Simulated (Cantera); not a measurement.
Feed: 1 mol SiO₂, 1.4 mol Al₂O₃, 20 mol H₂, at 1900 K and 410000 Pa.

Cantera equilibrium calculation (NASA polynomials, part measured and part estimated; ideal gas, pure solids and liquids). Candidate condensed phases: Al, Al₂O₃, Al₂SiO₅, Al₆Si₂O₁₃, H₂O, Si, SiO₂; 28 gas species. Mutual solubility and eutectic melting of coexisting phases are not modelled. The tables hold silica as quartz up to 1696 K and as liquid above; real silica turns to tridymite and cristobalite and melts near 1996 K. Condensed phases not in the tables: alloys, solid solutions and most ternary compounds. Equilibrium is a limit: real reactors are often held back by kinetics, nucleation or transport.

**Question.** What is the equilibrium state?

**Answer.** x(H₂): 0.996
x(H₂O): 0.00183
x(SiO): 0.00183
x(H): 0.000391
n(Al₆Si₂O₁₃(mullite)): 0.467 mol
n(SiO₂(condensed)): 0.0299 mol
gas amount: 20.04 mol
log10 activity of Si(l) (absent): -2.43
log10 activity of Al(l) (absent): -4.87
